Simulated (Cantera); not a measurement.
A perfectly stirred reactor is fed with CH₄ : O₂ : N₂ = 1 : 1.25 : 4.7 (molar parts), at 9.87 atm; it is adiabatic with a 475 K inlet, and is followed from long to short residence time, starting on the burning branch (τ in s: 0.067, 0.034, 0.018, 0.0091, 0.0047, 0.0024, 0.0012, 0.00063, 0.00033, 0.00017, 8.6e-05, 4.4e-05).

Computed with Cantera and GRI-Mech 3.0 (53 species, 325 reactions).

Task: What does this change do: inlet temperature 475 to 775 K?

Result: 
```json
[
 {"quantity": "blow-out, bracketed by the residence times tried", "before": "burning at 0.330 ms, out at 0.170 ms", "after": "burning at 86.0 µs, out at 44.0 µs"},
 {"quantity": "x(CH₄) at τ = 67.0 ms", "before": "0.00273", "after": "0.000258"},
 {"quantity": "x(O₂) at τ = 67.0 ms", "before": "0.000112", "after": "2.39e-5"},
 {"quantity": "x(CH₃) at τ = 67.0 ms", "before": "8.20e-5", "after": "2.76e-5"},
 {"quantity": "x(H) at τ = 67.0 ms", "before": "0.000139", "after": "0.000547"},
 {"quantity": "x(CH₂) at τ = 67.0 ms", "before": "1.64e-7", "after": "2.01e-7"},
 {"quantity": "x(CH₄) at τ = 1.20 ms", "before": "0.0113", "after": "0.00388"},
 {"quantity": "x(O₂) at τ = 1.20 ms", "before": "0.00399", "after": "0.00105"},
 {"quantity": "x(CH₃) at τ = 1.20 ms", "before": "0.000640", "after": "0.000550"},
 {"quantity": "x(H) at τ = 1.20 ms", "before": "0.000187", "after": "0.000649"},
 {"quantity": "x(CH₂) at τ = 1.20 ms", "before": "3.00e-6", "after": "5.87e-6"}
]
```

Task: What does this change do: inlet temperature 475 to 375 K?

Result: 
```tsv
quantity	before	after
blow-out, bracketed by the residence times tried	burning at 0.330 ms, out at 0.170 ms	burning at 0.630 ms, out at 0.330 ms
x(CH₄) at τ = 67.0 ms	0.00273	0.00448
x(O₂) at τ = 67.0 ms	0.000112	0.000184
x(CH₃) at τ = 67.0 ms	8.20e-5	9.26e-5
x(H) at τ = 67.0 ms	0.000139	8.88e-5
x(CH₂) at τ = 67.0 ms	1.64e-7	1.34e-7
x(CH₄) at τ = 1.20 ms	0.0113	0.0147
x(O₂) at τ = 1.20 ms	0.00399	0.00622
x(CH₃) at τ = 1.20 ms	0.000640	0.000600
x(H) at τ = 1.20 ms	0.000187	0.000121
x(CH₂) at τ = 1.20 ms	3.00e-6	2.13e-6
```
